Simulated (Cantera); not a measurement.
## Ammonia decomposition in nitride growth gas

An isothermal, constant-pressure homogeneous reactor starts with NH₃ : N₂ = 1 : 0.71 (molar parts), at 1725 K and 750 Torr.

Computed with Cantera and the gas-phase N/H chemistry of the illustrative SiF4/NH3 mechanism in the Surface Chemkin manual (1991). Walls and surfaces, which speed up NH3 decomposition in real reactors, are not modelled.

```
t (s)     x NH₃     x NH₂      x H   x N₂H₄       x N
--------  -----  --------  -------  -------  --------
0.000200  0.585   7.37e-5  3.25e-8  3.39e-8  6.24e-11
0.000431  0.585  0.000141  5.43e-8  1.24e-7  1.91e-10
0.000928  0.584  0.000199  1.11e-7  2.49e-7  4.87e-10
0.00200   0.584  0.000209  2.12e-7  2.75e-7  9.62e-10
0.00431   0.582  0.000208  4.17e-7  2.72e-7   1.90e-9
0.00928   0.579  0.000205  8.50e-7  2.64e-7   3.90e-9
0.0200    0.572  0.000200  1.75e-6  2.52e-7   7.88e-9
0.0431    0.557  0.000192  3.61e-6  2.32e-7   1.47e-8
0.0928    0.527  0.000181  7.36e-6  2.05e-7   2.34e-8
0.200     0.471  0.000164  1.46e-5  1.68e-7   3.12e-8
0.431     0.378  0.000138  2.78e-5  1.20e-7   3.57e-8
0.928     0.255  0.000103  4.88e-5  6.62e-8   3.58e-8
2.00      0.137   6.31e-5  7.63e-5  2.50e-8   3.08e-8
```
x: mole fraction; the columns are a selection and need not sum to one.

Equilibrium at this temperature and pressure: NH₃ 9.36e-6, NH₂ 6.05e-9, H 0.000139, N₂H₄ <1e-12, N 6.05e-12 (gas phase only).
